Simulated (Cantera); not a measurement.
A Cantera script and its output.

```python
import numpy as np
import cantera as ct

gas = ct.Solution("SiF4_NH3_mec.yaml", "gas")
gas.TPX = 2348, 6700, {'NH3': 1, 'H2': 22}
inlet = ct.Reservoir(gas, clone=True)

reactor = ct.IdealGasConstPressureReactor(gas, energy="off", clone=False)
exhaust = ct.Reservoir(gas, clone=True)
tau = [19, 8.1, 3.5, 1.5, 0.67, 0.29, 0.13, 0.055, 0.024, 0.01, 0.0045][0]
for a, b in ((inlet, reactor), (reactor, exhaust)):
    ct.MassFlowController(a, b, mdot=lambda t: reactor.mass / tau)
net = ct.ReactorNet([reactor])
show = ['NH3', 'H2', 'H', 'NH', 'N', 'N2H2', 'N2']

rows = []
print(f"{'tau/s':>10s}{'T/K':>9s}" + "".join(f"{s:>11s}" for s in show))
for tau in [19, 8.1, 3.5, 1.5, 0.67, 0.29, 0.13, 0.055, 0.024, 0.01, 0.0045]:
    net.initial_time = 0.0
    net.advance(30 * tau)
    before = gas.X
    net.advance(40 * tau)
    drift = np.max(np.abs(gas.X - before) / (gas.X + 1e-9))
    rows.append([gas.T, *gas[show].X, drift])
    print(f"{tau:10.3e}{gas.T:9.1f}" + "".join(f"{x:11.3e}" for x in gas[show].X))
```

Result:

```
     tau/s      T/K        NH3         H2          H         NH          N       N2H2         N2
 1.900e+01   2348.0  2.091e-05  9.335e-01  4.612e-02  3.374e-06  6.897e-06  1.218e-10  2.034e-02
 8.100e+00   2348.0  3.260e-05  9.339e-01  4.575e-02  5.167e-06  1.047e-05  2.893e-10  2.033e-02
 3.500e+00   2348.0  5.163e-05  9.347e-01  4.490e-02  7.861e-06  1.563e-05  6.901e-10  2.033e-02
 1.500e+00   2348.0  8.679e-05  9.366e-01  4.294e-02  1.201e-05  2.278e-05  1.730e-09  2.032e-02
 6.700e-01   2348.0  1.610e-04  9.407e-01  3.876e-02  1.797e-05  3.062e-05  4.538e-09  2.032e-02
 2.900e-01   2348.0  4.258e-04  9.497e-01  2.952e-02  2.696e-05  3.463e-05  1.538e-08  2.027e-02
 1.300e-01   2348.0  2.119e-03  9.626e-01  1.554e-02  3.615e-05  2.407e-05  6.723e-08  1.957e-02
 5.500e-02   2348.0  9.686e-03  9.662e-01  7.843e-03  4.159e-05  1.386e-05  2.120e-07  1.596e-02
 2.400e-02   2348.0  2.081e-02  9.626e-01  5.575e-03  4.527e-05  1.072e-05  3.814e-07  1.059e-02
 1.000e-02   2348.0  3.196e-02  9.578e-01  4.468e-03  4.498e-05  8.552e-06  4.923e-07  5.211e-03
 4.500e-03   2348.0  3.880e-02  9.550e-01  3.701e-03  3.774e-05  5.961e-06  4.342e-07  1.941e-03
```

Computed with Cantera and the gas-phase N/H chemistry of the illustrative SiF4/NH3 mechanism in the Surface Chemkin manual (1991). Walls and surfaces, which speed up NH3 decomposition in real reactors, are not modelled.
